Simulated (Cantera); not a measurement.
Cantera run:

```python
import numpy as np
import cantera as ct

gas_names = """
    F F2 N NF NF2 NF3 N2 Si SiF SiF2 SiF3 SiF4 SiN Si2 Si2N Si3
""".split()
cond_names = """
    Si(cr) Si(L) Si3N4(a)
""".split()


# ... load() reads the species with a 1 bar reference pressure and builds the phases ...
atoms = {
    'SiF4': {'Si': 1, 'F': 4},
    'N2': {'N': 2},
}
top_T = {'Si3N4(a)': 2400}  # K; cautious upper limits of use, not melting points


# ... equilibrate(T, P, feed) seeds the gas with the atoms and calls Mixture.equilibrate('TP', solver="vcs", rtol=1e-11, max_steps=5000) ...
results = []
feed = {'SiF4': 1, 'N2': 0.58}  # mol
T = 1300  # K
P = 3900  # Pa
mix = equilibrate(T, P, feed)
results.append((T, P, feed, dict(zip(mix.species_names, mix.species_moles))))
x = sorted(zip(gas.X, gas.species_names), reverse=True)
print(f"T = {T:g} K  P = {P:g} Pa  gas = {mix.phase_moles(0):.4g} mol")
print("   x: " + "  ".join(f"{s} {v:.3e}" for v, s in x if v > 1e-06))
print("   condensed (mol): " + ("  ".join(f"{mix.phase(i).name} {mix.phase_moles(i):.4g}"
      for i in range(1, mix.n_phases) if mix.phase_moles(i) > 1e-12) or "none"))
```

It prints:

```
T = 1300 K  P = 3900 Pa  gas = 1.58 mol
   x: SiF4 6.329e-01  N2 3.671e-01
   condensed (mol): none
```

Method: chemical equilibrium by Gibbs-energy minimisation in Cantera with the NASA 1993 tables (ideal gas, pure condensed phases).
